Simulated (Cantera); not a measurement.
A diamond (100) surface in a fixed gas of H2 with x(CH4) = 0.0031, x(H) = 0.04, at 1100 K, 21.0 Torr; coverages are run to steady state.

Computed with Cantera and the Harris–Goodwin 1993 mechanism for the reconstructed diamond (100) surface.

One state of this run: growth (µm/h) = 9.26; θ c6HH = 0.508; θ c6H* = 0.0280; θ c6*H = 0.440; θ c6** = 0.0185; θ c6HM = 0.00382. θ: site fractions in the mechanism's names (c6HH fully hydrogenated, c6H* and c6*H radical sites, c6** diradical, c6HM methylated).

Q: Which value of x(CH3) does it belong to?
A) 0.00045
B) 3.3e-05
C) 1.4e-05
D) 0.0011

A: A, 0.00045
